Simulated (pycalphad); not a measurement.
Computed with pycalphad from the COST 507 light-alloy database (1999), at 1 atm. The data set is of 1999 and partly superseded. Amounts are mole fractions of atoms.

### Question
Give the equilibrium state of Si-43.05Cu (at.%) at 727 °C.

### Answer
CU19SI6_ETA, fraction 0.566, with 76.0 Cu at.%; DIAMOND_A4, fraction 0.434, with no Cu at.%.

### Question
Give the equilibrium state of Si-43.05Cu (at.%) at 802 °C.

### Answer
```
T = 1075.00 K, P = 101325 Pa, N = 1 mol of atoms
G = -44572 J/mol, H = 26670 J/mol, S = 66.27 J/(mol K)  (SER reference)
chemical potentials (J/mol): Si -34004, Cu -58553
phase             fraction      x(Si)      x(Cu)
LIQUID              0.6212     0.3070     0.6930
DIAMOND_A4          0.3788     1.0000       none
```

Database names, with the compositions (at.%) that they take in these runs: CU19SI6_ETA: Cu 76 Si 24. DIAMOND_A4 is diamond (Si). An entry "none" or "no" means that the model of the phase leaves that element out.
